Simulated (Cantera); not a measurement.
Source: NASA polynomial tables (part measured, part estimated), evaluated in Cantera. Values are per mole of reaction as written; species without (g) are pure solids or liquids, kept so even where they would boil at 1 bar.

Question: Between 2000 and 2400 K, where is each reaction favourable under standard conditions?
- 3 H2O(g) + 2 V → 6 H(g) + V2O3

Answer: 
- 3 H2O(g) + 2 V → 6 H(g) + V2O3: ΔG° is 316 kJ at 2000 K and 190 kJ at 2400 K; it stays positive (K < 1). ΔH° is 1032 kJ and ΔS° 351 J/K at 2400 K.
